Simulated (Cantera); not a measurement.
Input (Python, Cantera) and output of one run.

```python
import numpy as np
import cantera as ct

gas_names = """
    C CO CO2 C2 C2O C3 C3O2 C4 C5 Mg MgO Mg2 O O2 O3
""".split()
cond_names = """
    C(gr) Mg(cr) Mg(L) MgCO3(s) MgO(s) MgO(L)
""".split()


# ... load() reads the species with a 1 bar reference pressure and builds the phases ...
atoms = {
    'MgO': {'Mg': 1, 'O': 1},
    'C': {'C': 1},
    'CO': {'C': 1, 'O': 1},
}
top_T = {'C(gr)': 4500}  # K; cautious upper limits of use, not melting points


# ... equilibrate(T, P, feed) seeds the gas with the atoms and calls Mixture.equilibrate('TP', solver="vcs", rtol=1e-11, max_steps=5000) ...
results = []
feed = {'MgO': 1, 'C': 0.65, 'CO': 0.035}  # mol
P = 10000  # Pa
for T in [1673, 1773, 1873, 1973, 2073, 2173, 2273, 2373, 2473]:
    mix = equilibrate(T, P, feed)
    results.append((T, P, feed, dict(zip(mix.species_names, mix.species_moles))))

top = {s: max(r[3][s] / sum(r[3][g] for g in gas_names) for r in results) for s in gas_names}
cols = sorted((s for s in top if top[s] > 0.0001), key=lambda s: -top[s])[:9]
seen = [c for c in cond_names if any(r[3].get(c, 0) > 1e-12 for r in results)]
print("log10 of partial pressures in bar; condensed amounts in mol")
print(f"{'T/K':>10s}" + "".join(f"{s[:9]:>10s}" for s in cols + seen))
for T, P, feed, n in results:
    ng = sum(n[g] for g in gas_names)
    print(f"{T:10.4g}" + "".join(f"{np.log10(max(n[s] / ng * P / 1e5, 1e-99)):10.3f}" for s in cols)
          + "".join(f"{n.get(c, 0):10.4g}" for c in seen))
```

It prints:

```
log10 of partial pressures in bar; condensed amounts in mol
       T/K        CO        Mg       CO2       MgO     C(gr)    MgO(s)
      1673    -1.004    -3.006    -5.778   -11.031    0.6496    0.9996
      1773    -1.064    -1.865    -6.183    -9.876    0.6434    0.9934
      1873    -1.290    -1.313    -6.252    -8.844         0      0.35
      1973    -1.290    -1.313    -5.617    -7.919         0      0.35
      2073    -1.290    -1.313    -5.044    -7.084         0    0.3499
      2173    -1.290    -1.312    -4.526    -6.327         0    0.3496
      2273    -1.291    -1.312    -4.055    -5.638         0    0.3488
      2373    -1.293    -1.312    -3.626    -5.008         0    0.3467
      2473    -1.297    -1.310    -3.237    -4.431         0    0.3416
```

Equilibrium computed with Cantera from the NASA thermochemical tables; the gas is ideal and each condensed phase is pure.
